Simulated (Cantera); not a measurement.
**Catalytic combustion on Pt**

An isothermal plug-flow reactor at 725 K and 0.230 bar (inlet), inlet velocity 0.92 m/s, active area per volume 480 1/m; feed 3.31 % CO, 5.95 % O2, 87.1 % N2, 3.64 % H2O, equivalence ratio 0.28.

Computed with Cantera and Deutschmann's 1995 Pt surface mechanism with GRI-Mech 3.0 gas chemistry. Catalytic surfaces can have several steady states; this one follows from the mechanism file's or the stated starting coverage. Mass transfer to the wall is taken as infinitely fast.

| z (m) | x CO | x O2 | x H2O | x CO2 | θ free Pt | θ O* | θ OH* | θ CO* |
|---|---|---|---|---|---|---|---|---|
| 0.00031 | 0.0320 | 0.0590 | 0.0364 | 0.00108 | 0.0802 | 0.00381 | 0.000265 | 0.916 |
| 0.00052 | 0.0313 | 0.0587 | 0.0364 | 0.00182 | 0.0812 | 0.00388 | 0.000269 | 0.915 |
| 0.00087 | 0.0300 | 0.0581 | 0.0364 | 0.00310 | 0.0829 | 0.00402 | 0.000277 | 0.913 |
| 0.0015 | 0.0276 | 0.0569 | 0.0365 | 0.00552 | 0.0866 | 0.00431 | 0.000293 | 0.909 |
| 0.0024 | 0.0239 | 0.0552 | 0.0366 | 0.00932 | 0.0934 | 0.00490 | 0.000325 | 0.901 |
| 0.004 | 0.0155 | 0.0511 | 0.0367 | 0.0179 | 0.118 | 0.00751 | 0.000453 | 0.874 |
| 0.0067 | 0.00121 | 0.0443 | 0.0370 | 0.0324 | 0.0426 | 0.954 | 0.00308 | 0.000367 |
| 0.011 | 0.000437 | 0.0439 | 0.0370 | 0.0332 | 0.0357 | 0.961 | 0.00283 | 9.20e-5 |
| 0.019 | 9.36e-5 | 0.0438 | 0.0370 | 0.0335 | 0.0336 | 0.964 | 0.00275 | 1.74e-5 |
| 0.031 | 1.07e-5 | 0.0437 | 0.0370 | 0.0336 | 0.0331 | 0.964 | 0.00273 | 1.93e-6 |
x: gas mole fraction; θ: surface coverage.
